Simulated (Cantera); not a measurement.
Feed: 1 mol Si, 0.14 mol O₂, 11 mol N₂, equilibrated at 2025 K and 1.70 bar.

Method: chemical equilibrium by Gibbs-energy minimisation in Cantera with the NASA 1993 tables (ideal gas, pure condensed phases). Candidate condensed phases: Si, SiO₂, Si₂N₂O, Si₃N₄; 16 gas species. Mutual solubility and eutectic melting of coexisting phases are not modelled. Kinetics and transport are ignored.

Base state: N₂ 0.998, SiO 0.00228 (mole fractions); condensed: Si₂N₂O(s) + Si₃N₄(s).

Problem. What changes in the equilibrium state with this change: temperature from 2025 K to 1198 K?

Solution. 
| species | before | after |
|---|---|---|
| N₂ | 0.998 | 1.00 |
| SiO | 0.00228 | <1e-9 |
| Si₂N₂O(s), mol | 0.256 | 0.280 |
| Si₃N₄(s), mol | 0.155 | 0.147 |
N₂ is the only nitrogen source here; it is nearly inert below about 1500 K, so the nitride shown seldom forms there in practice.
